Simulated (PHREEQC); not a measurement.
CaCl2 is added in steps, without added water, to 1 kg of water holding 0.032 mol NaCl, 7.9e-05 mol Na2SO4 and 0.00034 mol MgCl2, at 20 °C. Oxygen alone is held at its pressure in air (log pO2 = -0.68). CO2 from the air is kept out. Solids allowed: Gypsum, Brucite, Portlandite, Halite, Mirabilite, Epsomite. Others were left out.

Base run: PHREEQC, ion-association model, wateq4f.dat. Each further column changes one thing. The table gives NaSO4- (mol/kgw).

```csv
CaCl2 added (mol),base,Debye-Hückel limiting law
0,5.78e-6,4.88e-6
0.0049,4.44e-6,3.75e-6
0.0098,3.70e-6,(withheld)
0.0147,3.22e-6,2.68e-6
0.0196,2.88e-6,(withheld)
0.0245,2.63e-6,(withheld)
0.0294,2.43e-6,(withheld)
0.0343,2.26e-6,(withheld)
0.0392,2.13e-6,1.65e-6
0.0441,2.01e-6,(withheld)
0.049,1.91e-6,(withheld)
```

**Question.** Complete the blanks.

**Answer.** 
- 0.0098, Debye-Hückel limiting law: 3.11e-6
- 0.0196, Debye-Hückel limiting law: 2.38e-6
- 0.0245, Debye-Hückel limiting law: 2.14e-6
- 0.0294, Debye-Hückel limiting law: 1.94e-6
- 0.0343, Debye-Hückel limiting law: 1.78e-6
- 0.0441, Debye-Hückel limiting law: 1.53e-6
- 0.049, Debye-Hückel limiting law: 1.42e-6
